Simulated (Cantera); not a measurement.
A closed system holds: 1 mol NH3, 0.032 mol O2, equilibrated at 0.100 bar.

Cantera equilibrium calculation (NASA polynomials, part measured and part estimated; ideal gas, pure solids and liquids). Candidate condensed phases: H2O; 24 gas species. Kinetics and transport are ignored. All values below are at 652 °C.

Base state: H2 0.718, N2 0.250, H2O 0.0320, NH3 3.03e-5 (mole fractions); condensed: gas only.

What changes in the equilibrium state with this change: NH3 replaced by H2O?


```
species   before   after
-------  -------  ------
H2O       0.0320   0.969
O2         <1e-9  0.0310
H2         0.718   <1e-9
N2         0.250       0
NH3      3.03e-5       0
```
